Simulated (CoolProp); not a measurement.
Vapour-liquid equilibrium of carbon dioxide (1) + R123 (2) at -1.75 °C; x and y are mole fractions of (1).

The numbers come from the multi-fluid Helmholtz-energy mixture model, Span 1996 and Younglove 1994; pair parameters Bell 2016 in CoolProp.

| x | bubble pressure (MPa) | y at the bubble point | dew pressure at overall composition x (MPa) | liquid density (mol/L) |
|---|---|---|---|---|
| 0.05 | 0.1455 | 0.795 | 0.03171 | 10.34 |
| 0.2 | 0.4809 | 0.941 | 0.03768 | 11.47 |
| 0.35 | 0.8455 | 0.969 | 0.04636 | 12.80 |
| 0.5 | 1.279 | 0.982 | 0.06021 | 14.38 |
| 0.65 | 1.801 | 0.990 | 0.08580 | 16.26 |
| 0.8 | 2.409 | 0.995 | 0.1490 | 18.45 |
| 0.95 | 3.082 | 0.999 | 0.5562 | 20.73 |

No azeotrope shows between x = 0.05 and 0.95.

Pair parameters are fitted to limited data, so mixtures are less certain than the pure fluids.
